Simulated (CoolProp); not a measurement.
Vapour-liquid equilibrium of R21 (1) + methanol (2) at 420.5 K; x and y are mole fractions of (1).

The numbers come from the multi-fluid Helmholtz-energy mixture model, Platzer 1990 and de Reuck 1993; pair parameters Bell 2016 in CoolProp. This equation is an older, rougher fit; its heat capacities, sound speeds and derivatives of the liquid may be far off and weren't checked against measurements.

Give the bubble pressure and the first vapour's composition at x = 0.65, 0.8, 0.875. Is there an azeotrope?

x = 0.65: 3.186 MPa, y = 0.677; x = 0.8: 3.221 MPa, y = 0.800; x = 0.875: 3.212 MPa, y = 0.871. y crosses x between x = 0.725 and 0.8: the model has an azeotrope there.

The pair parameters rest on a limited set of measurements; away from them the model extrapolates. With so large a gap from Raoult's law the liquid may split in two, which this calculation doesn't test in full.
